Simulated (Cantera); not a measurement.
Adiabatic ignition

An adiabatic, constant-volume homogeneous reactor starts with CH4 : O2 : N2 = 1 : 1.33 : 8 (molar parts), at 1525 K and 2900000 Pa.

Detailed kinetics in Cantera: GRI-Mech 3.0 (53 species, 325 reactions). The pressure lies above the range GRI-Mech 3.0 was tuned for (to about 10 atm).

```json
[
 {"t (s)": "4.00e-6", "T (K)": "1525", "P (bar)": "29.0", "x CH4": "0.0968", "x O2": "0.129", "x CO2": "3.78e-9", "x HCO": "1.17e-10", "x C2H6": "7.81e-7", "x N2O": "2.01e-10", "x H": "2.44e-8"},
 {"t (s)": "8.75e-6", "T (K)": "1525", "P (bar)": "29.0", "x CH4": "0.0967", "x O2": "0.129", "x CO2": "5.70e-8", "x HCO": "1.13e-9", "x C2H6": "1.26e-5", "x N2O": "6.91e-10", "x H": "5.87e-8"},
 {"t (s)": "1.91e-5", "T (K)": "1527", "P (bar)": "29.0", "x CH4": "0.0963", "x O2": "0.128", "x CO2": "4.62e-7", "x HCO": "6.82e-9", "x C2H6": "9.52e-5", "x N2O": "2.26e-9", "x H": "1.18e-7"},
 {"t (s)": "4.18e-5", "T (K)": "1534", "P (bar)": "29.2", "x CH4": "0.0948", "x O2": "0.128", "x CO2": "3.29e-6", "x HCO": "3.65e-8", "x C2H6": "0.000423", "x N2O": "8.91e-9", "x H": "3.25e-7"},
 {"t (s)": "9.15e-5", "T (K)": "1685", "P (bar)": "32.3", "x CH4": "0.0729", "x O2": "0.110", "x CO2": "0.000385", "x HCO": "2.23e-6", "x C2H6": "0.00232", "x N2O": "1.21e-7", "x H": "1.28e-5"},
 {"t (s)": "0.000200", "T (K)": "2841", "P (bar)": "57.7", "x CH4": "2.67e-10", "x O2": "6.19e-5", "x CO2": "0.0225", "x HCO": "1.03e-6", "x C2H6": "<1e-12", "x N2O": "2.53e-7", "x H": "0.00290"},
 {"t (s)": "0.000437", "T (K)": "2840", "P (bar)": "57.7", "x CH4": "2.69e-10", "x O2": "6.15e-5", "x CO2": "0.0225", "x HCO": "1.03e-6", "x C2H6": "<1e-12", "x N2O": "2.62e-7", "x H": "0.00289"},
 {"t (s)": "0.000956", "T (K)": "2840", "P (bar)": "57.7", "x CH4": "2.69e-10", "x O2": "6.15e-5", "x CO2": "0.0225", "x HCO": "1.03e-6", "x C2H6": "<1e-12", "x N2O": "2.62e-7", "x H": "0.00289"},
 {"t (s)": "0.00209", "T (K)": "2840", "P (bar)": "57.7", "x CH4": "2.69e-10", "x O2": "6.15e-5", "x CO2": "0.0225", "x HCO": "1.03e-6", "x C2H6": "<1e-12", "x N2O": "2.62e-7", "x H": "0.00289"},
 {"t (s)": "0.00457", "T (K)": "2840", "P (bar)": "57.7", "x CH4": "2.69e-10", "x O2": "6.15e-5", "x CO2": "0.0225", "x HCO": "1.03e-6", "x C2H6": "<1e-12", "x N2O": "2.62e-7", "x H": "0.00289"},
 {"t (s)": "0.0100", "T (K)": "2840", "P (bar)": "57.7", "x CH4": "2.69e-10", "x O2": "6.15e-5", "x CO2": "0.0225", "x HCO": "1.03e-6", "x C2H6": "<1e-12", "x N2O": "2.62e-7", "x H": "0.00289"},
 {"t (s)": "0.0219", "T (K)": "2840", "P (bar)": "57.7", "x CH4": "2.69e-10", "x O2": "6.15e-5", "x CO2": "0.0225", "x HCO": "1.03e-6", "x C2H6": "<1e-12", "x N2O": "2.62e-7", "x H": "0.00289"},
 {"t (s)": "0.0478", "T (K)": "2840", "P (bar)": "57.7", "x CH4": "2.69e-10", "x O2": "6.15e-5", "x CO2": "0.0225", "x HCO": "1.03e-6", "x C2H6": "<1e-12", "x N2O": "2.62e-7", "x H": "0.00289"},
 {"t (s)": "0.105", "T (K)": "2840", "P (bar)": "57.7", "x CH4": "2.69e-10", "x O2": "6.15e-5", "x CO2": "0.0225", "x HCO": "1.03e-6", "x C2H6": "<1e-12", "x N2O": "2.62e-7", "x H": "0.00289"},
 {"t (s)": "0.229", "T (K)": "2840", "P (bar)": "57.7", "x CH4": "2.69e-10", "x O2": "6.15e-5", "x CO2": "0.0225", "x HCO": "1.03e-6", "x C2H6": "<1e-12", "x N2O": "2.62e-7", "x H": "0.00289"},
 {"t (s)": "0.500", "T (K)": "2840", "P (bar)": "57.7", "x CH4": "2.69e-10", "x O2": "6.15e-5", "x CO2": "0.0225", "x HCO": "1.03e-6", "x C2H6": "<1e-12", "x N2O": "2.62e-7", "x H": "0.00289"}
]
```
x: mole fraction; the columns are a selection and need not sum to one.

```
Item                                                                  Result
---------------------------------  -----------------------------------------
time of steepest temperature rise                                    98.1 µs
temperature at 0.500 s                                                2840 K
equilibrium temperature                                               2840 K
x(CH4) at 0.500 s                  2.69e-10 (gas-phase equilibrium 3.00e-10)
x(O2) at 0.500 s                     6.15e-5 (gas-phase equilibrium 6.15e-5)
x(CO2) at 0.500 s                      0.0225 (gas-phase equilibrium 0.0225)
```
